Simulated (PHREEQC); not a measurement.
A solution holds 0.13 mol NiCl2, 0.0045 mol Na2SO4 and 0.002 mol MnSO4 per kg of water, at 87 °C. Closed to the air; pH follows from the charge balance.

Computed with PHREEQC (ion-association model, wateq4f.dat).

Each row changes one thing in this solution. No solid was allowed to form.

```tsv
case	pH	ionic strength (mol/kgw)	SO4-2 (mol/kgw)	Mn+2 (mol/kgw)	MnSO4 (mol/kgw)	NaSO4- (mol/kgw)	SI of Mirabilite (Na2SO4:10H2O)
as made	4.98	0.353	0.00262	0.00156	8.45e-5	3.25e-5	-9.02
NiCl2 from 0.13 to 0.26 mol/kgw	4.84	___	0.00217	0.00146	3.99e-5	2.16e-5	-9.25
0.0085 mol/kgw PbCl2 added	4.97	0.361	0.00262	0.00156	8.26e-5	3.22e-5	-9.02
temperature from 87 to 70 °C	5.14	0.351	0.00263	0.00156	7.45e-5	3.20e-5	-8.41
NiCl2 left out	6.12	0.0175	___	0.00110	0.000899	0.000185	___
temperature from 87 to 40 °C	5.49	0.347	0.00272	0.00155	5.63e-5	3.10e-5	-7.17
NiCl2 replaced by NiSO4 at the same molality	5.51	0.266	___	0.000729	0.00127	0.000846	-7.61
```

Q: Some entries are withheld; supply them.

A: 
- NiCl2 from 0.13 to 0.26 mol/kgw, ionic strength (mol/kgw): 0.624
- NiCl2 left out, SO4-2 (mol/kgw): 0.00541
- NiCl2 left out, SI of Mirabilite (Na2SO4:10H2O): -8.04
- NiCl2 replaced by NiSO4 at the same molality, SO4-2 (mol/kgw): 0.0671

Species that the database lacks are ignored. Some of these states are supersaturated (in Anglesite, Larnakite, for instance). At this temperature some constants are extrapolated from 25 °C, and those without enthalpy data are left unchanged.
